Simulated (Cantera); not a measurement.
A Cantera script and its output.

```python
import numpy as np
import cantera as ct

gas = ct.Solution("gri30.yaml")
gas.TPX = 1450, 1333, {'H2': 0.28, 'O2': 1, 'H2O': 0.022}
reactor = ct.IdealGasConstPressureReactor(gas, energy="off", clone=False)
net = ct.ReactorNet([reactor])
net.rtol, net.atol = 1e-08, 1e-18
show = ['H2', 'O2', 'H2O2', 'H', 'HO2', 'H2O', 'OH']
times = np.geomspace(0.0005, 30, 11)

steps = ct.SolutionArray(gas, extra=["t"])
rows = []
print(f"{'t/s':>10s}{'T/K':>9s}{'P/Pa':>11s}" + "".join(f"{s:>11s}" for s in show))
for t in times:
    while net.time < t:
        t_next = net.step()
        steps.append(gas.state, t=t_next)
    rows.append([np.interp(t, steps.t, y) for y in (steps.T, steps.P, *steps(*show).X.T)])
    print(f"{t:10.3e}{rows[-1][0]:9.1f}{rows[-1][1]:11.4g}" + "".join(f"{x:11.3e}" for x in rows[-1][2:]))
rate = np.gradient(steps.T, steps.t)
print("integrator steps:", len(steps.t))
if steps.T.max() > steps.T[0] + 200:
    print(f"time of steepest temperature rise: {steps.t[rate.argmax()]:.4e} s")
gas.TPX = 1450, 1333, {'H2': 0.28, 'O2': 1, 'H2O': 0.022}
gas.equilibrate("TP")
print(f"equilibrium (TP): T = {gas.T:.1f} K  " + "  ".join(f"{s} {gas[s].X[0]:.3e}" for s in show))
```

Result:

```
       t/s      T/K       P/Pa         H2         O2       H2O2          H        HO2        H2O         OH
 5.000e-04   1450.0       1333  4.226e-02  6.586e-01  2.663e-07  6.277e-02  5.026e-06  1.451e-01  2.657e-02
 1.502e-03   1450.0       1333  1.236e-02  6.346e-01  2.012e-07  6.004e-02  5.281e-06  1.803e-01  2.118e-02
 4.514e-03   1450.0       1333  1.127e-02  6.473e-01  2.077e-07  4.999e-02  5.443e-06  1.904e-01  2.042e-02
 1.356e-02   1450.0       1333  8.183e-03  6.774e-01  2.128e-07  2.814e-02  5.643e-06  2.140e-01  1.779e-02
 4.076e-02   1450.0       1333  2.960e-03  7.181e-01  1.658e-07  5.516e-03  4.620e-06  2.441e-01  1.100e-02
 1.225e-01   1450.0       1333  4.313e-04  7.360e-01  7.012e-08  2.955e-04  1.647e-06  2.565e-01  4.247e-03
 3.680e-01   1450.0       1333  5.625e-05  7.391e-01  2.274e-08  1.386e-05  3.582e-07  2.589e-01  1.539e-03
 1.106e+00   1450.0       1333  1.024e-05  7.398e-01  7.931e-09  1.079e-06  1.576e-07  2.595e-01  6.580e-04
 3.323e+00   1450.0       1333  3.188e-06  7.399e-01  4.310e-09  1.880e-07  1.759e-07  2.597e-01  3.675e-04
 9.984e+00   1450.0       1333  2.497e-06  7.399e-01  3.975e-09  1.305e-07  1.889e-07  2.597e-01  3.253e-04
 3.000e+01   1450.0       1333  2.494e-06  7.399e-01  3.973e-09  1.302e-07  1.889e-07  2.597e-01  3.251e-04
integrator steps: 1661
equilibrium (TP): T = 1450.0 K  H2 2.494e-06  O2 7.399e-01  H2O2 3.973e-09  H 1.302e-07  HO2 1.889e-07  H2O 2.597e-01  OH 3.251e-04
```

Computed with Cantera and GRI-Mech 3.0 (53 species, 325 reactions). Radical loss at walls, strong at low pressure, is not modelled. The temperature is held fixed by assumption; the heat of reaction is taken as removed at once.
